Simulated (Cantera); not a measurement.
Input (Python, Cantera):

```python
import numpy as np
import cantera as ct

gas = ct.Solution("h2o2.yaml")
gas.TPX = 500, 101325, {'H2': 1, 'O2': 0.357, 'N2': 3.29}
inlet = ct.Reservoir(gas, clone=True)
gas.equilibrate("HP")  # start burning
reactor = ct.IdealGasConstPressureReactor(gas, energy="on", clone=False)
exhaust = ct.Reservoir(gas, clone=True)
tau = [0.46, 0.17, 0.061, 0.022, 0.0081, 0.003, 0.0011, 0.0004, 0.00014, 5.3e-05, 1.9e-05][0]
for a, b in ((inlet, reactor), (reactor, exhaust)):
    ct.MassFlowController(a, b, mdot=lambda t: reactor.mass / tau)
net = ct.ReactorNet([reactor])
show = ['H2', 'O2', 'H2O2', 'H', 'HO2', 'O', 'H2O']

rows = []
print(f"{'tau/s':>10s}{'T/K':>9s}" + "".join(f"{s:>11s}" for s in show))
for tau in [0.46, 0.17, 0.061, 0.022, 0.0081, 0.003, 0.0011, 0.0004, 0.00014, 5.3e-05, 1.9e-05]:
    net.initial_time = 0.0
    net.advance(30 * tau)
    before = gas.X
    net.advance(40 * tau)
    drift = np.max(np.abs(gas.X - before) / (gas.X + 1e-9))
    rows.append([gas.T, *gas[show].X, drift])
    print(f"{tau:10.3e}{gas.T:9.1f}" + "".join(f"{x:11.3e}" for x in gas[show].X))
```

Result:

```
     tau/s      T/K         H2         O2       H2O2          H        HO2          O        H2O
 4.600e-01   1674.8  6.621e-02  2.263e-05  3.751e-09  1.062e-03  1.343e-08  1.773e-06  1.662e-01
 1.700e-01   1669.9  6.592e-02  3.987e-05  8.668e-09  1.729e-03  2.520e-08  4.691e-06  1.660e-01
 6.100e-02   1661.7  6.546e-02  7.376e-05  1.979e-08  2.842e-03  4.898e-08  1.264e-05  1.657e-01
 2.200e-02   1648.1  6.475e-02  1.416e-04  4.294e-08  4.622e-03  9.721e-08  3.325e-05  1.651e-01
 8.100e-03   1626.8  6.374e-02  2.799e-04  8.755e-08  7.351e-03  1.959e-07  8.323e-05  1.642e-01
 3.000e-03   1593.5  6.240e-02  5.708e-04  1.703e-07  1.144e-02  4.065e-07  1.973e-04  1.628e-01
 1.100e-03   1541.9  6.087e-02  1.200e-03  3.182e-07  1.735e-02  8.832e-07  4.365e-04  1.602e-01
 4.000e-04   1465.7  5.995e-02  2.586e-03  5.496e-07  2.509e-02  2.039e-06  8.673e-04  1.557e-01
 1.400e-04   1354.6  6.335e-02  6.206e-03  8.186e-07  3.294e-02  5.520e-06  1.510e-03  1.465e-01
 5.300e-05   1174.0  9.634e-02  2.155e-02  1.092e-06  2.645e-02  2.262e-05  1.641e-03  1.143e-01
 1.900e-05    500.0  2.152e-01  7.682e-02 -1.549e-19  5.280e-23 -2.912e-18  1.142e-21 -2.524e-16
```

Detailed kinetics in Cantera: the H2/O2 subset of GRI-Mech 3.0, which has no nitrogen chemistry.
